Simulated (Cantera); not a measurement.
Cantera run:

```python
import numpy as np
import cantera as ct

gas_names = """
    Cr CrO CrO2 CrO3 H HO2 H2 H2O H2O2 O OH O2 O3
""".split()
cond_names = """
    Cr(cr) Cr(L) Cr2O3(s) Cr2O3(L) H2O(s) H2O(L)
""".split()


def load(file, names, dense=False):
    # The tables refer to 1 bar. Condensed volumes are neglected.
    table = {s.name: s for s in ct.Species.list_from_file(file)}
    out = []
    for n in names:
        d = dict(table[n].input_data)
        d["thermo"] = dict(d["thermo"], **{"reference-pressure": 1e5})
        if dense:
            d["equation-of-state"] = {"model": "constant-volume", "density": "1e6 g/cm^3"}
        out.append(ct.Species.from_dict(d))
    return out


gas = ct.Solution(thermo="ideal-gas", species=load("nasa_gas.yaml", gas_names))
cond = {s.name: ct.Solution(thermo="fixed-stoichiometry", species=[s], name=s.name)
        for s in load("nasa_condensed.yaml", cond_names, dense=True)}
atoms = {
    'Cr': {'Cr': 1},
    'O2': {'O': 2},
    'H2': {'H': 2},
}
top_T = {}  # K; cautious upper limits of use, not melting points


def equilibrate(T, P, feed):
    n = {}
    for name, mol in feed.items():
        for a, k in atoms[name].items():
            n[a] = n.get(a, 0.0) + k * mol
    gas.TPX = T, P, n
    mass = sum(n.values()) * gas.mean_molecular_weight
    gas.equilibrate("TP")
    valid = [c for c in cond.values() if c.min_temp <= T <= top_T.get(c.name, c.max_temp)]
    mix = ct.Mixture([(gas, mass / gas.mean_molecular_weight)] + [(c, 0.0) for c in valid])
    mix.T, mix.P = T, P
    mix.equilibrate("TP", solver="vcs", rtol=1e-11, max_steps=5000)
    return mix


results = []
feed = {'Cr': 1, 'O2': 0.011, 'H2': 2.3}  # mol
P = 13332.2  # Pa
for T in [2225, 2275, 2325, 2375, 2425, 2475, 2525, 2575, 2625, 2675, 2725, 2775]:
    mix = equilibrate(T, P, feed)
    results.append((T, P, feed, dict(zip(mix.species_names, mix.species_moles))))

top = {s: max(r[3][s] / sum(r[3][g] for g in gas_names) for r in results) for s in gas_names}
cols = sorted((s for s in top if top[s] > 0.0001), key=lambda s: -top[s])[:8]
seen = [c for c in cond_names if any(r[3].get(c, 0) > 1e-12 for r in results)]
print("log10 of partial pressures in bar; condensed amounts in mol")
print(f"{'T/K':>10s}" + "".join(f"{s[:9]:>10s}" for s in cols + seen))
for T, P, feed, n in results:
    ng = sum(n[g] for g in gas_names)
    print(f"{T:10.4g}" + "".join(f"{np.log10(max(n[s] / ng * P / 1e5, 1e-99)):10.3f}" for s in cols)
          + "".join(f"{n.get(c, 0):10.4g}" for c in seen))
```

Output:

```
log10 of partial pressures in bar; condensed amounts in mol
       T/K        H2        Cr         H       H2O       CrO        OH     Cr(L)
      2225    -0.922    -1.985    -2.650    -2.966    -4.100    -5.532    0.8028
      2275    -0.944    -1.805    -2.543    -3.006    -3.921    -5.413    0.6876
      2325    -0.977    -1.634    -2.447    -3.068    -3.761    -5.316    0.5026
      2375    -1.026    -1.471    -2.364    -3.164    -3.627    -5.251    0.1928
      2425    -1.056    -1.405    -2.275    -3.224    -3.575    -5.165         0
      2475    -1.062    -1.408    -2.179    -3.233    -3.566    -5.046         0
      2525    -1.069    -1.410    -2.087    -3.243    -3.558    -4.932         0
      2575    -1.077    -1.413    -1.999    -3.254    -3.551    -4.824         0
      2625    -1.086    -1.417    -1.915    -3.267    -3.544    -4.720         0
      2675    -1.097    -1.421    -1.835    -3.281    -3.539    -4.622         0
      2725    -1.110    -1.426    -1.760    -3.297    -3.536    -4.528         0
      2775    -1.125    -1.432    -1.688    -3.315    -3.533    -4.440         0
```

Cantera equilibrium calculation (NASA polynomials, part measured and part estimated; ideal gas, pure solids and liquids).
